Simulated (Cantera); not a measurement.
A closed system holds: 1 mol acetone, 2.9 mol H2, 0.58 mol CO2, at 248 Torr.

Equilibrium computed with Cantera from the NASA thermochemical tables; the gas is ideal and each condensed phase is pure. Candidate condensed phases: C, C6H6, C7H8, C8H18, H2O; 110 gas species. The feed counts by its element totals alone. Equilibrium is a limit: real reactors are often held back by kinetics, nucleation or transport.

At 602 °C, list the 5 most abundant gas species with their mole fractions, and the condensed phases.

H2 0.661, CO 0.119, H2O 0.106, CH4 0.0629, CO2 0.0506. Condensed: C(graphite).
